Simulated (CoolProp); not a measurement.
Normal hydrogen along the isotherm 35.4 K: fugacity coefficient from the reference equation and from simpler models built on Tc = 33.1 K, pc = 12.96 bar, ω = -0.219; each cubic takes its own stable root.

Computed with CoolProp (reference Helmholtz-energy equation of state, Leachman 2009).

```json
[
 {"p (bar)": "4.05", "phase": "gas", "reference": "0.9160"},
 {"p (bar)": "8.1", "phase": "gas", "reference": "0.8335"},
 {"p (bar)": "12.2", "phase": "gas", "reference": "0.7502"},
 {"p (bar)": "16.2", "phase": "supercritical", "reference": "0.6651"},
 {"p (bar)": "20.3", "phase": "supercritical", "reference": "0.5760"},
 {"p (bar)": "24.3", "phase": "supercritical", "reference": "0.5110"},
 {"p (bar)": "28.4", "phase": "supercritical", "reference": "0.4626"},
 {"p (bar)": "32.4", "phase": "supercritical", "reference": "0.4273"}
]
```

Task: How far does each simpler model (van der Waals, Redlich-Kwong, Soave-Redlich-Kwong, Peng-Robinson) lie from the reference over these 8 states: mean and median of the absolute difference, and the worst?

Result: 
- van der Waals: mean 3.5 %, median 2.8 %, worst +7.6 % at 35.4 K and 32.4 bar
- Redlich-Kwong: mean 1.5 %, median 1.1 %, worst +3.6 % at 35.4 K and 32.4 bar
- Soave-Redlich-Kwong: mean 1.2 %, median 1.1 %, worst -1.9 % at 35.4 K and 16.2 bar
- Peng-Robinson: mean 5.2 %, median 6.1 %, worst -7.0 % at 35.4 K and 32.4 bar
